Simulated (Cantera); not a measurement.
## Ignition delay

Mixture: 3.54 % CH₄, 0.127 % C₂H₆, 0.219 % C₃H₈, 17.6 % O₂, 66.2 % N₂, 12.4 % H₂O, at 4.54 atm, adiabatic and at constant volume. Ignition delay is the time to a rise of 400 K.

Computed with Cantera and GRI-Mech 3.0 (53 species, 325 reactions).

| T0 (K) | delay (ms) |
|---|---|
| 1175 | 4.31 |
| 1225 | 2.14 |
| 1275 | 1.09 |
| 1325 | 0.574 |
| 1375 | 0.312 |
| 1425 | 0.176 |
| 1475 | 0.104 |
| 1525 | 0.0636 |
| 1575 | 0.0407 |

```
Item                                                    Result
--------------------------------------------------  ----------
apparent activation energy between 1475 and 1575 K  180 kJ/mol
```
